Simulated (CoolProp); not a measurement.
Saturation properties of fluoroethane (R161) (Tc = 375.2 K, pc = 5.010 MPa, ω = 0.216).

Computed with CoolProp (reference Helmholtz-energy equation of state, Wu 2012).

```tsv
T (K)	p (MPa)	liquid density (kg/m³)	vapour density (kg/m³)	enthalpy of vaporisation (kJ/kg)	liquid cp (kJ/(kg K))
264.6	0.3261	773.5	7.739	390.6	2.081
270.4	0.3985	763.8	9.376	382.8	2.112
276.2	0.4824	753.7	11.28	374.7	2.145
281.9	0.5772	743.3	13.43	366.3	2.180
287.7	0.6874	732.3	15.95	357.3	2.219
293.5	0.8125	720.8	18.84	347.9	2.260
299.3	0.9538	708.6	22.16	337.9	2.304
305	1.110	696.0	25.89	327.6	2.351
310.8	1.287	682.5	30.22	316.5	2.404
316.6	1.484	668.1	35.19	304.8	2.462
322.4	1.702	652.8	40.90	292.3	2.529
328.1	1.939	636.7	47.38	279.2	2.606
```

It boils at 235.6 K under 1 atm.
